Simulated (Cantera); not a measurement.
# Si + Cl₂ (silicon etching in halogen gases)

Charge: 1 mol Si, a varied amount of Cl₂, at 500 K and 0.00260 bar.

Equilibrium computed with Cantera from the NASA thermochemical tables; the gas is ideal and each condensed phase is pure. Candidate condensed phases: Si; 9 gas species. Equilibrium is a limit: real reactors are often held back by kinetics, nucleation or transport.

```
n(Cl₂) (mol)  x SiCl₄   x Cl₂  x SiCl₃      x Cl  n Si(s)
------------  -------  ------  -------  --------  -------
0.64             1.00  <1e-12  7.86e-8    <1e-12    0.680
0.88             1.00  <1e-12  7.86e-8    <1e-12    0.560
1.1              1.00  <1e-12  7.86e-8    <1e-12    0.450
1.4              1.00  <1e-12  7.86e-8    <1e-12    0.300
1.6              1.00  <1e-12  7.86e-8    <1e-12    0.200
1.8              1.00  <1e-12  7.86e-8    <1e-12    0.100
2.1             0.909  0.0909   <1e-12  8.52e-10        0
2.3             0.769   0.231   <1e-12   1.36e-9        0
2.5             0.667   0.333   <1e-12   1.63e-9        0
2.8             0.556   0.444   <1e-12   1.88e-9        0
3               0.500   0.500   <1e-12   2.00e-9        0
3.3             0.435   0.565   <1e-12   2.12e-9        0
```
x: gas mole fraction; n: condensed amount in mol.

From 0.64 mol Cl₂ to 1.8 mol Cl₂ the condensed part is Si(s). From 2.1 mol Cl₂ to 3.3 mol Cl₂ nothing is condensed. The main Si-bearing gas is SiCl₄ throughout.
